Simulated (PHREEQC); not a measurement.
Consider water at 25 °C with 0.07 mol/kgw HF, 0.29 mol/kgw NaOH and 0.0023 mol/kgw LiCl. Closed to the air; pH follows from the charge balance.

Model: ion-association model, wateq4f.dat, run in PHREEQC.

```tsv
quantity	before	after
pH	13.18	2.20
ionic strength (mol/kgw)	0.287	0.00918
F- (mol/kgw)	0.0651	0.00579
```

Problem. What was changed between the two runs?
(A) 0.003 mol/kgw CsF added
(B) diluted 10-fold with water
(C) NaOH left out
(D) temperature from 25 to 45 °C
(E) diluted 5-fold with water

Solution. C, NaOH left out

No solid was allowed to form.
